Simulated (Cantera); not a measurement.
Input: 1 mol SiH4, 320 mol H2, held at 1173.15 K and 1000 Pa.

Method: chemical equilibrium by Gibbs-energy minimisation in Cantera with the NASA 1993 tables (ideal gas, pure condensed phases). Candidate condensed phases: Si; 9 gas species. Kinetics and transport are ignored.

Q: What is the equilibrium state?

A: 
```
Quantity        Value
----------  ---------
x(H2)           1.000
x(H)          1.18e-6
n(Si(s))    1.000 mol
gas amount  322.0 mol
```
